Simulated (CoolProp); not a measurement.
Isobutane at 423.79 K and 0.85 MPa flows at 22 m/s in a round tube of 20 mm bore and 1.5 µm roughness, fully developed (64/Re and Nu = 3.66 if laminar; Colebrook and Gnielinski if turbulent). Each further row changes one setting.

Model: reference Helmholtz-energy equation of state, Bücker 2006, in CoolProp.

```csv
case,Reynolds number,Darcy friction factor,pressure drop (Pa/m),heat-transfer coefficient (W/(m² K)),mass flow (kg/h)
as stated,627000,?,?,?,377
velocity 44 m/s,1250000,0.0128,9370,2710,753
diameter 40 mm,1250000,?,1110,?,1510
```

Q: What belongs in the gaps?

A: 
- as stated, Darcy friction factor: 0.0137
- as stated, pressure drop (Pa/m): 2520
- as stated, heat-transfer coefficient (W/(m² K)): 1460
- diameter 40 mm, Darcy friction factor: 0.0121
- diameter 40 mm, heat-transfer coefficient (W/(m² K)): 1280

Viscosity comes from a separate model (Vogel 2000). Thermal conductivity comes from a separate model (Perkins 2002).
